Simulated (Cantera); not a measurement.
What does this Cantera script print?

```python
import numpy as np
import cantera as ct

gas = ct.Solution("gri30.yaml")
gas.TPX = 600, 13332, {'CO': 1, 'H2': 0.86, 'CH4': 0.12, 'O2': 0.975, 'N2': 3.67}
flame = ct.FreeFlame(gas, width=0.16)
flame.set_refine_criteria(ratio=3, slope=0.08, curve=0.16)
flame.transport_model = "mixture-averaged"
flame.solve(loglevel=0, auto=True)
z, T = flame.grid, flame.T
thick = (T[-1] - T[0]) / np.gradient(T, z).max()
show = ['CO', 'H2', 'CH4', 'OH', 'NO', 'H']
print(f"laminar burning velocity  {flame.velocity[0] * 100:.3f} cm/s")
print(f"burnt temperature         {T[-1]:.1f} K")
print(f"thermal thickness         {thick * 1e3:.4f} mm")
print(f"grid points               {len(z)}")
z0 = z[flame.heat_release_rate.argmax()]
print(f"{'z/mm':>9s}{'T/K':>9s}{'u/(m/s)':>9s}" + "".join(f"{s:>11s}" for s in show))
rows = []
for k in (-3, -2, -1.5, -1, -0.5, -0.25, 0, 0.25, 0.5, 1, 2, 4, 8):
    zz = z0 + k * thick
    rows.append([k * thick, np.interp(zz, z, T), np.interp(zz, z, flame.velocity),
                 *(np.interp(zz, z, flame.X[gas.species_index(s)]) for s in show)])
    print(f"{rows[-1][0] * 1e3:9.3f}{rows[-1][1]:9.1f}{rows[-1][2]:9.3f}" + "".join(f"{x:11.3e}" for x in rows[-1][3:]))
```

Output:

```
laminar burning velocity  416.265 cm/s
burnt temperature         2400.2 K
thermal thickness         3.6717 mm
grid points               200
     z/mm      T/K  u/(m/s)         CO         H2        CH4         OH         NO          H
  -11.015    600.0    4.163  1.509e-01  1.298e-01  1.811e-02  4.141e-14 -2.871e-17  2.613e-11
   -7.343    600.0    4.163  1.509e-01  1.298e-01  1.811e-02  1.242e-11 -2.880e-17  8.820e-09
   -5.508    600.0    4.163  1.509e-01  1.298e-01  1.811e-02  1.311e-09 -2.383e-17  3.808e-07
   -3.672    600.6    4.166  1.510e-01  1.296e-01  1.811e-02  1.275e-06  9.061e-15  2.392e-05
   -1.836    641.1    4.434  1.506e-01  1.247e-01  1.811e-02  1.098e-04  7.356e-11  1.433e-03
   -0.918    783.3    5.389  1.494e-01  1.096e-01  1.717e-02  3.388e-04  5.748e-09  8.402e-03
    0.000   1165.3    8.002  1.487e-01  7.022e-02  5.442e-03  2.582e-03  1.829e-07  3.005e-02
    0.918   1375.7    9.425  1.303e-01  3.209e-02  8.408e-05  5.821e-03  1.149e-06  5.248e-02
    1.836   1458.0    9.924  1.102e-01  2.454e-02  6.136e-07  7.043e-03  2.708e-06  6.020e-02
    3.672   1557.5   10.490  8.843e-02  2.645e-02  6.303e-11  8.558e-03  6.084e-06  6.202e-02
    7.343   1664.2   11.101  8.090e-02  2.825e-02  7.850e-16  1.012e-02  1.211e-05  5.538e-02
   14.687   1785.2   11.799  8.322e-02  2.791e-02  2.053e-16  1.168e-02  2.135e-05  4.352e-02
   29.374   1921.7   12.566  8.475e-02  2.648e-02  8.994e-17  1.295e-02  3.529e-05  3.166e-02
```

Computed with Cantera and GRI-Mech 3.0 (53 species, 325 reactions). Burning velocities carry a grid error of a few per cent, more on coarse grids.
